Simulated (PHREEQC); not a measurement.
0.45 g of hydrous ferric oxide (600 m²/g; 0.2 weak and 0.005 strong sites per Fe, Dzombak-Morel constants, diffuse double layer) in 1 kg of water with 0.01 mol/kgw of an inert sodium salt and 0.0016 mol/kgw NiCl2, at 25 °C; the pH is set by adding NaOH or the inert anion's acid. Oxygen is held at 0.21 atm. No CO2 enters from the air. Nothing may precipitate in this run.

All values are PHREEQC results (ion-association model, wateq4f.dat), not measurements.

| pH | Ni sorbed (%) | surface charge σ (C/m²) | surface potential ψ (mV) |
|---|---|---|---|
| 3 | 0.0 | 0.336 | 195 |
| 3.5 | 0.0 | 0.293 | 190 |
| 4 | 0.0 | 0.237 | 179 |
| 4.5 | 0.1 | 0.179 | 165 |
| 5 | 0.5 | 0.129 | 149 |
| 5.5 | 1.5 | 0.090 | 130 |
| 6 | 3.3 | 0.062 | 112 |
| 6.5 | 9.7 | 0.047 | 98 |
| 7 | 20.0 | 0.043 | 95 |
| 7.5 | 28.5 | 0.042 | 94 |
| 8 | 33.1 | 0.042 | 93 |
| 8.5 | 35.0 | 0.041 | 93 |
| 9 | 35.5 | 0.040 | 92 |

Along this series the solution becomes supersaturated in solids that the run did not let form, among them Ni(OH)2. The oxide is taken as insoluble; below pH 4 it would dissolve.
